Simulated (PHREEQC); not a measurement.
# Ultrapure water in contact with air or piping

Model water analysis in mmol/kgw, 45 °C, pH 6.56, pe 9: Na 0.00338; K 0.000611; Ca 0.00348; Mg 0.00537; Cl 0.00184; S(6) 0.00236; Alkalinity (meq/kgw) 0.0153; N(5) 2.14e-05.

Valence states are taken as typed.

Equilibrium calculation in PHREEQC: ion-association model, phreeqc.dat.

```yaml
ionic_strength: 3.33e-5 mol/kgw
charge_balance_error: -0.4 %
```

```
species  molality  activity   log γ
-------  --------  --------  ------
HCO3-     1.54e-5   1.53e-5  -0.003
CO2       8.21e-6   8.21e-6   0.000
Mg+2      5.36e-6   5.22e-6  -0.012
Ca+2      3.48e-6   3.38e-6  -0.012
Na+       3.38e-6   3.36e-6  -0.003
SO4-2     2.35e-6   2.29e-6  -0.012
Cl-       1.84e-6   1.83e-6  -0.003
K+        6.11e-7   6.07e-7  -0.003
H+        2.77e-7   2.75e-7  -0.003
OH-       1.47e-7   1.46e-7  -0.003
NO3-      2.14e-8   2.12e-8  -0.003
MgSO4     4.54e-9   4.54e-9   0.000
CO3-2     3.64e-9   3.54e-9  -0.012
```

No solid was allowed to form. At this temperature some constants are extrapolated from 25 °C, and those without enthalpy data are left unchanged.
